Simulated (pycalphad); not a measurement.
An equivalent pycalphad script:

```python
from pycalphad import Database, equilibrium, calculate, variables as v
import numpy as np
db = Database('COST507.tdb')
comps = ['SI', 'ZR', 'VA']
phases = ['BCC_A2', 'DIAMOND_A4', 'HCP_A3', 'LIQUID', 'OMEGA', 'SI2ZR', 'SI2ZR3', 'SI3ZR5', 'SI4ZR5', 'SIZR', 'SIZR2', 'SIZR3']
eq = equilibrium(db, comps, phases, {v.X('ZR'): 0.1005, v.T: np.arange(2800, 499, -75), v.P: 101325, v.N: 1}, output=['HM', 'SM'])
```

Computed with pycalphad from the COST 507 light-alloy database (1999), at 1 atm. These are 1990s assessments: newer ones move some temperatures and phases. Phase fractions are per mole of atoms. Kinetics are ignored, which matters at the lower temperatures.

Results at three of the temperatures:

```
T = 2650.00 K, P = 101325 Pa, N = 1 mol of atoms
G = -185626 J/mol, H = 94356 J/mol, S = 105.65 J/(mol K)  (SER reference)
chemical potentials (J/mol): Si -165530, Zr -365490
phase             fraction      x(Si)      x(Zr)
LIQUID              1.0000     0.8995     0.1005
```

```
T = 1225.00 K, P = 101325 Pa, N = 1 mol of atoms
G = -60874 J/mol, H = 5980 J/mol, S = 54.58 J/(mol K)  (SER reference)
chemical potentials (J/mol): Si -41659, Zr -232861
phase             fraction      x(Si)      x(Zr)
DIAMOND_A4          0.6985     1.0000       none
SI2ZR               0.3015     0.6667     0.3333
```

```
T = 925.00 K, P = 101325 Pa, N = 1 mol of atoms
G = -45579 J/mol, H = -2001 J/mol, S = 47.11 J/(mol K)  (SER reference)
chemical potentials (J/mol): Si -26908, Zr -212689
phase             fraction      x(Si)      x(Zr)
DIAMOND_A4          0.6985     1.0000       none
SI2ZR               0.3015     0.6667     0.3333
```

Changes of the phase set, refined by bisection:

```
T (K)     phases above          phases below
------  --------------  --------------------
1729.5          liquid        liquid + SI2ZR
1634.6  liquid + SI2ZR  diamond (Si) + SI2ZR
```

Database names, with the compositions (at.%) that they take in these runs: SI2ZR: Si 67 Zr 33. DIAMOND_A4 is diamond (Si). An entry "none" or "no" means that the model of the phase leaves that element out.
